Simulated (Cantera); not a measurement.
Charge: 1 mol Si, 1.9 mol HCl, 0.85 mol H2, at 1548 K and 2.40 Pa.

These are equilibrium values from Cantera (NASA tables, ideal gas, pure condensed phases), not measurements of a reactor. Candidate condensed phases: Si; 19 gas species. The tables' values for SiCl, SiCl3 are old estimates; treat these amounts as uncertain. The numbers say what is thermodynamically allowed, not how fast it happens.

Base state: H2 0.549, SiCl2 0.242, HCl 0.200, H 0.00466, Cl 0.00135, Si 0.00132, SiCl 0.000859, SiCl3 0.000590 (mole fractions); condensed: Si(s).

### Question
What changes in the equilibrium state with this change: pressure from 2.40 Pa to 1.00 Pa?

### Answer
```json
[
 {"species": "H2", "before": "0.549", "after": "0.546"},
 {"species": "SiCl2", "before": "0.242", "after": "0.241"},
 {"species": "HCl", "before": "0.200", "after": "0.199"},
 {"species": "H", "before": "0.00466", "after": "0.00720"},
 {"species": "Si", "before": "0.00132", "after": "0.00318"},
 {"species": "SiCl3", "before": "0.000590", "after": "0.000379"},
 {"species": "SiCl", "before": "0.000859", "after": "0.00133"},
 {"species": "Cl", "before": "0.00135", "after": "0.00209"},
 {"species": "SiH", "before": "1.27e-5", "after": "1.97e-5"},
 {"species": "Si(s), mol", "before": "0.324", "after": "0.318"}
]
```
